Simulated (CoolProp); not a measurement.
A simple Rankine cycle with R1336mzz(Z): condensing at 288.15 K, boiler at 1.89 MPa, turbine inlet 435.7 K, turbine efficiency 0.6, pump efficiency 0.6, no recuperator. Each further row changes one setting.

Values from CoolProp's reference Helmholtz-energy equation of state, McLinden 2020.

| case | thermal efficiency (%) | net work (kJ/kg) | heat in (kJ/kg) | turbine exit temperature (K) | volume ratio over the turbine |
|---|---|---|---|---|---|
| as stated | 12.7 | (withheld) | 285 | 371.5 | 47.9 |
| turbine inlet 455.7 K | (withheld) | 39.3 | (withheld) | (withheld) | (withheld) |
| condensing temperature 280.15 K | 13.5 | 39.7 | (withheld) | 367.5 | 67.6 |
| boiler pressure 1.32 MPa | 11.9 | (withheld) | 296 | 383.9 | 29.5 |
| turbine efficiency 0.5 | 10.4 | (withheld) | 285 | 378.0 | 48.8 |

### Question
Some entries are withheld; supply them.

### Answer

- as stated, net work (kJ/kg): 36.1
- turbine inlet 455.7 K, thermal efficiency (%): 12.6
- turbine inlet 455.7 K, heat in (kJ/kg): 311
- turbine inlet 455.7 K, turbine exit temperature (K): 394.8
- turbine inlet 455.7 K, volume ratio over the turbine: 44.3
- condensing temperature 280.15 K, heat in (kJ/kg): 295
- boiler pressure 1.32 MPa, net work (kJ/kg): 35.2
- turbine efficiency 0.5, net work (kJ/kg): 29.7
